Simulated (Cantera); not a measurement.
A Cantera script and what it prints.

```python
import numpy as np
import cantera as ct

gas_names = """
    C CO COS CO2 CS CS2 C2 C2O C3 C3O2 C4 C5 Fe FeC5O5 FeO O O2 O3 S SO SO2 SO3 S2 S2O S8
""".split()
cond_names = """
    C(gr) Fe(a) Fe(c) Fe(d) Fe(L) FeC5O5(L) FeO(s) FeO(L) FeS(a) FeS(b) FeS(c) FeS(L) FeSO4(s) FeS2(s)
    Fe2O3(s) Fe2S3O12(s) Fe3O4(s) S(cr1) S(cr2) S(L)
""".split()


def load(file, names, dense=False):
    # The tables refer to 1 bar. Condensed volumes are neglected.
    table = {s.name: s for s in ct.Species.list_from_file(file)}
    out = []
    for n in names:
        d = dict(table[n].input_data)
        d["thermo"] = dict(d["thermo"], **{"reference-pressure": 1e5})
        if dense:
            d["equation-of-state"] = {"model": "constant-volume", "density": "1e6 g/cm^3"}
        out.append(ct.Species.from_dict(d))
    return out


gas = ct.Solution(thermo="ideal-gas", species=load("nasa_gas.yaml", gas_names))
cond = {s.name: ct.Solution(thermo="fixed-stoichiometry", species=[s], name=s.name)
        for s in load("nasa_condensed.yaml", cond_names, dense=True)}
atoms = {
    'FeS2': {'Fe': 1, 'S': 2},
    'SO3': {'S': 1, 'O': 3},
    'CO2': {'C': 1, 'O': 2},
}
top_T = {'C(gr)': 4500, 'FeSO4(s)': 950, 'FeS2(s)': 1010, 'Fe2O3(s)': 1830, 'Fe2S3O12(s)': 1100, 'Fe3O4(s)': 1870}  # K; cautious upper limits of use, not melting points


def equilibrate(T, P, feed):
    n = {}
    for name, mol in feed.items():
        for a, k in atoms[name].items():
            n[a] = n.get(a, 0.0) + k * mol
    gas.TPX = T, P, n
    mass = sum(n.values()) * gas.mean_molecular_weight
    gas.equilibrate("TP")
    valid = [c for c in cond.values() if c.min_temp <= T <= top_T.get(c.name, c.max_temp)]
    mix = ct.Mixture([(gas, mass / gas.mean_molecular_weight)] + [(c, 0.0) for c in valid])
    mix.T, mix.P = T, P
    mix.equilibrate("TP", solver="vcs", rtol=1e-11, max_steps=5000)
    return mix


results = []
feed = {'FeS2': 1, 'SO3': 0.26, 'CO2': 0.35}  # mol
P = 75000  # Pa
for T in [823, 873, 923, 973, 1023, 1073, 1123, 1173, 1223, 1273, 1323, 1373, 1423, 1473]:
    mix = equilibrate(T, P, feed)
    results.append((T, P, feed, dict(zip(mix.species_names, mix.species_moles))))
    x = sorted(zip(gas.X, gas.species_names), reverse=True)
    print(f"T = {T:g} K  P = {P:g} Pa  gas = {mix.phase_moles(0):.4g} mol")
    print("   x: " + "  ".join(f"{s} {v:.3e}" for v, s in x if v > 1e-05))
    print("   condensed (mol): " + ("  ".join(f"{mix.phase(i).name} {mix.phase_moles(i):.4g}"
          for i in range(1, mix.n_phases) if mix.phase_moles(i) > 1e-12) or "none"))
```

Result:

```
T = 823 K  P = 75000 Pa  gas = 0.7083 mol
   x: SO2 5.033e-01  CO2 4.941e-01  S2 2.127e-03  S2O 4.216e-04  COS 4.302e-05  CO 2.404e-05
   condensed (mol): FeS2(s) 0.9499  Fe3O4(s) 0.01669
T = 873 K  P = 75000 Pa  gas = 0.7098 mol
   x: SO2 4.997e-01  CO2 4.929e-01  S2 6.289e-03  S2O 9.164e-04  COS 1.067e-04  CO 7.421e-05
   condensed (mol): FeS2(s) 0.9475  Fe3O4(s) 0.01751
T = 923 K  P = 75000 Pa  gas = 0.7713 mol
   x: SO2 5.042e-01  CO2 4.531e-01  S2 3.854e-02  S2O 3.482e-03  COS 4.136e-04  CO 2.288e-04
   condensed (mol): FeS(c) 0.194  FeS2(s) 0.806
T = 973 K  P = 75000 Pa  gas = 1.004 mol
   x: SO2 3.833e-01  CO2 3.462e-01  S2 2.560e-01  S2O 1.224e-02  COS 1.619e-03  CO 6.369e-04  SO 2.079e-05  S8 1.015e-05
   condensed (mol): FeS(c) 0.6655  FeS2(s) 0.3345
T = 1023 K  P = 75000 Pa  gas = 1.171 mol
   x: S2 3.591e-01  SO2 3.277e-01  CO2 2.957e-01  S2O 1.425e-02  COS 2.066e-03  CO 1.184e-03  SO 4.361e-05
   condensed (mol): FeS(c) 1
T = 1073 K  P = 75000 Pa  gas = 1.171 mol
   x: S2 3.589e-01  SO2 3.282e-01  CO2 2.947e-01  S2O 1.396e-02  COS 2.191e-03  CO 2.056e-03  SO 8.496e-05
   condensed (mol): FeS(c) 1
T = 1123 K  P = 75000 Pa  gas = 1.171 mol
   x: S2 3.585e-01  SO2 3.289e-01  CO2 2.931e-01  S2O 1.370e-02  CO 3.388e-03  COS 2.306e-03  SO 1.560e-04
   condensed (mol): FeS(c) 1
T = 1173 K  P = 75000 Pa  gas = 1.172 mol
   x: S2 3.579e-01  SO2 3.298e-01  CO2 2.909e-01  S2O 1.346e-02  CO 5.328e-03  COS 2.408e-03  SO 2.719e-04
   condensed (mol): FeS(c) 1
T = 1223 K  P = 75000 Pa  gas = 1.173 mol
   x: S2 3.569e-01  SO2 3.309e-01  CO2 2.879e-01  S2O 1.325e-02  CO 8.035e-03  COS 2.496e-03  SO 4.530e-04
   condensed (mol): FeS(c) 1
T = 1273 K  P = 75000 Pa  gas = 1.174 mol
   x: S2 3.557e-01  SO2 3.324e-01  CO2 2.839e-01  S2O 1.305e-02  CO 1.166e-02  COS 2.565e-03  SO 7.251e-04
   condensed (mol): FeS(c) 1
T = 1323 K  P = 75000 Pa  gas = 1.176 mol
   x: S2 3.540e-01  SO2 3.342e-01  CO2 2.788e-01  CO 1.634e-02  S2O 1.286e-02  COS 2.613e-03  SO 1.120e-03
   condensed (mol): FeS(c) 1
T = 1373 K  P = 75000 Pa  gas = 1.178 mol
   x: S2 3.520e-01  SO2 3.364e-01  CO2 2.724e-01  CO 2.216e-02  S2O 1.268e-02  COS 2.637e-03  SO 1.678e-03
   condensed (mol): FeS(c) 1
T = 1423 K  P = 75000 Pa  gas = 1.18 mol
   x: S2 3.494e-01  SO2 3.390e-01  CO2 2.648e-01  CO 2.917e-02  S2O 1.251e-02  COS 2.637e-03  SO 2.442e-03  S 1.083e-05
   condensed (mol): FeS(c) 1
T = 1473 K  P = 75000 Pa  gas = 1.183 mol
   x: S2 3.464e-01  SO2 3.418e-01  CO2 2.560e-01  CO 3.733e-02  S2O 1.235e-02  SO 3.466e-03  COS 2.612e-03  S 2.010e-05
   condensed (mol): FeS(L) 1
```

Cantera equilibrium calculation (NASA polynomials, part measured and part estimated; ideal gas, pure solids and liquids). FeS: taken at fixed stoichiometry. Gases not in the tables: S3 to S7.
